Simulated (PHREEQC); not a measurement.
Solution (25 °C): 0.0058 mol/kgw LiOH, 1.2e-05 mol/kgw H4SiO4 and 0.0001 mol/kgw (CH3)4NCl. Closed to the air; pH follows from the charge balance.

Computed with PHREEQC (ion-association model, wateq4f.dat).

This is a speciation only: nothing precipitates in the calculation.

Task: What pH does the model give?

Result: pH 11.73.

Task: In which forms is Si present?

Result: H3SiO4- 95 %, H2SiO4-2 4.3 %, H4SiO4 1.1 % of the Si.

Complexes and solids missing from the database can't appear. (CH3)4N+ isn't in the database: it is added as a free cation with an ion size of 4 Å.
